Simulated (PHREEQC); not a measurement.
**Alkaline etch or developer (model solution)**

Consider water at 20 °C with 0.0082 mol TMAH, 6.8e-06 mol Na2SiO3 and 0.15 mol Na2CO3 per kg of water. Closed to the air; pH follows from the charge balance.

The numbers come from PHREEQC with the ion-association model, phreeqc.dat.

```
Property                      Value
--------------------  -------------
pH                            11.95
ionic strength        0.317 mol/kgw
activity of water             0.993
specific conductance    15700 µS/cm
density                 1.015 g/cm³
total alkalinity         308 meq/kg
```

| species | molality | activity | log γ |
|---|---|---|---|
| Na+ | 0.230 | 0.168 | -0.136 |
| CO3-2 | 0.0791 | 0.0213 | -0.571 |
| NaCO3- | 0.0701 | 0.0514 | -0.134 |
| OH- | 0.00904 | 0.00607 | -0.173 |
| (CH3)4N+ | 0.00820 | 0.00562 | -0.164 |
| HCO3- | 0.000785 | 0.000565 | -0.143 |
| NaHCO3 | 5.11e-5 | 5.50e-5 | 0.032 |
| H3SiO4- | 6.09e-6 | 4.18e-6 | -0.164 |
| H2SiO4-2 | 6.75e-7 | 1.81e-7 | -0.571 |
| H4SiO4 | 3.53e-8 | 3.80e-8 | 0.032 |
| CO2 | 1.43e-9 | 1.54e-9 | 0.032 |

No solid was allowed to form. Species that the database lacks are ignored. (CH3)4N+ isn't in the database: it is added as a free cation with an ion size of 4 Å.
